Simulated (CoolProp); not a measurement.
Vapour-liquid equilibrium of carbon dioxide (1) + CH2F2 (R32) (2) at 222 K; x and y are mole fractions of (1).

Model: multi-fluid Helmholtz-energy mixture model, Span 1996 and Tillner-Roth 1997; pair parameters Bell 2016, in CoolProp.

Problem. Give the bubble pressure and the first vapour's composition at x = 0.35, 0.65, 0.95. Is there an azeotrope?

Solution. x = 0.35: 303.5 kPa, y = 0.761; x = 0.65: 464.5 kPa, y = 0.908; x = 0.95: 623.2 kPa, y = 0.988. No azeotrope shows between x = 0.05 and 0.95.

Pair parameters are fitted to limited data, so mixtures are less certain than the pure fluids.
